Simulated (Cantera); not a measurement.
## Equilibrium for nitride etching: Si₃N₄ + O₂ + N₂

Input: 1 mol Si₃N₄, 0.2 mol O₂, 1.1 mol N₂, held at 810 Pa.

Cantera equilibrium calculation (NASA polynomials, part measured and part estimated; ideal gas, pure solids and liquids). Candidate condensed phases: Si, SiO₂, Si₂N₂O, Si₃N₄; 16 gas species. Mutual solubility and eutectic melting of coexisting phases are not modelled. The tables' values for SiN are old estimates; treat these amounts as uncertain. The numbers say what is thermodynamically allowed, not how fast it happens.

```
T (K)   x N₂     x SiO      x Si    x Si₂N     x SiN     x Si₂  n Si₂N₂O(s)  n Si₃N₄(s)  n Si(l)
-----  -----  --------  --------  --------  --------  --------  -----------  ----------  -------
1375    1.00   2.84e-7  2.74e-10    <1e-12  5.67e-11    <1e-12        0.400       0.733        0
1475   1.000   8.78e-6   1.65e-8  7.21e-11   2.13e-9    <1e-12        0.400       0.733        0
1575   1.000  0.000174   5.87e-7   6.77e-9   5.00e-8  1.03e-10        0.400       0.733        0
1675   0.998   0.00240   1.35e-5   3.66e-7   8.02e-7   1.33e-8        0.397       0.734        0
1775   0.975    0.0245  0.000221   1.27e-5   9.38e-6   1.01e-6        0.369       0.744        0
1875   0.885     0.114   0.00112   5.03e-5   3.39e-5   8.39e-6            0           0     2.60
1975   0.882     0.114   0.00399  0.000125   9.33e-5   3.89e-5            0           0     2.58
2075   0.874     0.113    0.0126  0.000284  0.000232  0.000155            0           0     2.55
```
x: gas mole fraction; n: condensed amount in mol.

From 1375 K to 1775 K the condensed part is Si₂N₂O(s) + Si₃N₄(s). From 1875 K to 2075 K the condensed part is Si(l). The main Si-bearing gas is SiO throughout.
